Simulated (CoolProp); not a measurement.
Values from CoolProp's reference Helmholtz-energy equation of state, de Vries 1995.

**Question.** For R124, give the phase and the Z, speed of sound (m/s), expansivity (1/kK), conductivity (mW/(m K)) at 470 K and 2.47 MPa; 470 K and 7.81 MPa.

**Answer.** 
- 470 K and 2.47 MPa: gas; Z 0.865, speed of sound 156, expansivity 3.51, conductivity 30.8
- 470 K and 7.81 MPa: supercritical; Z 0.580, speed of sound 136, expansivity 10.0, conductivity 41.0

Thermal conductivity comes from a separate model (Huber 2003), an estimate that may be off by 10 % or more.
